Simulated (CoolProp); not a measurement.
Aqueous lithium chloride as a coolant, 8 % by mass, freezing at -9.1 °C, 1 atm.

The numbers come from the Melinder's fits for secondary coolants in CoolProp.

```csv
T (°C),density (kg/m³),conductivity (W/(m K)),Prandtl number,viscosity (mPa s)
-4.1,1048,0.540,17.8,2.58
0.6,1048,0.548,15.1,2.21
5.2,1047,…,13.0,1.92
9.9,1046,…,11.3,1.69
14.6,1045,0.570,9.86,1.49
19.3,1044,0.577,8.71,1.34
24,…,0.584,7.75,1.20
28.6,1042,0.591,6.95,1.09
33.3,1040,0.599,6.24,…
```

### Question
Complete the blanks.

### Answer

- 5.2, conductivity (W/(m K)): 0.555
- 9.9, conductivity (W/(m K)): 0.562
- 24, density (kg/m³): 1043
- 33.3, viscosity (mPa s): 0.987
